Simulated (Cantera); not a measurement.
An adiabatic, constant-pressure homogeneous reactor starts with CO : H2 : O2 : N2 = 1 : 0.052 : 1.5 : 5.65 (molar parts), equivalence ratio 0.35, at 1350 K and 3.85 atm. Integrator tolerance rtol = 1e-08.

Cantera simulation using GRI-Mech 3.0 (53 species, 325 reactions); the numbers are that mechanism's predictions, not measurements. The hydrogen kinetics of GRI-Mech 3.0 are dated; newer H2 mechanisms differ, most at raised pressure.

| quantity | before | after |
|---|---|---|
| time of steepest temperature rise | 31.9 µs | 52.8 µs |
| temperature at 0.300 s | 2283 K | 1954 K |
| equilibrium temperature | 2283 K | 1945 K |
| x(CO) at 0.300 s | 0.00195 (gas-phase equilibrium 0.00195) | 0.000127 (gas-phase equilibrium 0.000119) |
| x(H2) at 0.300 s | 1.70e-5 (gas-phase equilibrium 1.70e-5) | 1.47e-6 (gas-phase equilibrium 1.39e-6) |
| x(O2) at 0.300 s | 0.121 (gas-phase equilibrium 0.121) | 0.0745 (gas-phase equilibrium 0.0727) |
| x(OH) at 0.300 s | 0.00106 (gas-phase equilibrium 0.00106) | 0.000176 (gas-phase equilibrium 0.000168) |
| x(NO2) at 0.300 s | 1.90e-5 (gas-phase equilibrium 1.90e-5) | 8.85e-7 (gas-phase equilibrium 8.82e-6) |
| x(H2O2) at 0.300 s | 1.81e-8 (gas-phase equilibrium 1.81e-8) | 3.34e-9 (gas-phase equilibrium 3.20e-9) |

Task: Which change was made?
A) O2 1.5 to 0.6 parts
B) constant volume in place of constant pressure
C) initial temperature 1350 to 1298 K
D) N2 5.65 to 11 parts

Result: D, N2 5.65 to 11 parts
